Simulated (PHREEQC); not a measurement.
Consider water at 25 °C with 0.3 mol Na2CO3 and 0.04 mol K2SO4 per kg of water. Closed to the air; pH follows from the charge balance.

The numbers come from PHREEQC with the Pitzer model, pitzer.dat.

```csv
quantity,before,after
pH,11.49,11.81
HCO3- (mol/kgw),0.00473,0.00754
CO2 (mol/kgw),1.66e-8,4.75e-9
SI of Natron (Na2CO3:10H2O),-1.62,-0.39
SI of Mirabilite (Na2SO4:10H2O),-2.17,-1.69
```

Q: Which change was made?
A) Na2CO3 from 0.3 to 0.33 mol/kgw
B) 0.0041 mol/kgw KHSO4 added
C) Na2CO3 from 0.3 to 1.5 mol/kgw
D) K2SO4 from 0.04 to 0.044 mol/kgw
E) diluted 100-fold with water

A: C, Na2CO3 from 0.3 to 1.5 mol/kgw

No solid was allowed to form. In brines, pH and single-ion activities rest on the MacInnes convention.
